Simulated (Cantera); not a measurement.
An isothermal, constant-pressure homogeneous reactor starts with 3.19 % H2, 96.8 % O2, equivalence ratio 0.017, at 1300 K and 170 Pa.

Computed with Cantera and the H2/O2 subset of GRI-Mech 3.0, which has no nitrogen chemistry. Radical loss at walls, strong at low pressure, is not modelled.

x: mole fraction; the columns are a selection and need not sum to one.

| t (s) | x H2 | x O2 | x H | x OH | x O |
|---|---|---|---|---|---|
| 0.000800 | 0.0319 | 0.968 | 7.97e-9 | 1.24e-8 | 1.42e-8 |
| 0.00232 | 0.0319 | 0.968 | [?] | [?] | [?] |
| 0.00673 | 0.0319 | 0.968 | 1.59e-6 | 4.17e-6 | 5.53e-6 |
| 0.0195 | 0.00493 | 0.945 | 0.00437 | 0.00558 | 0.0176 |
| 0.0566 | 0.000373 | 0.940 | 0.00312 | 0.00311 | 0.0251 |
| 0.164 | 0.000366 | 0.940 | 0.00303 | 0.00309 | 0.0246 |
| 0.476 | 0.000348 | 0.942 | 0.00278 | 0.00301 | 0.0232 |
| 1.38 | 0.000300 | 0.946 | 0.00219 | 0.00280 | 0.0197 |
| 4.00 | [?] | 0.953 | [?] | [?] | [?] |

Q: Fill in the missing entries.

A: 
- 0.00232, x H: 3.57e-8
- 0.00232, x OH: 8.53e-8
- 0.00232, x O: 1.09e-7
- 4.00, x H2: 0.000202
- 4.00, x H: 0.00118
- 4.00, x OH: 0.00231
- 4.00, x O: 0.0129
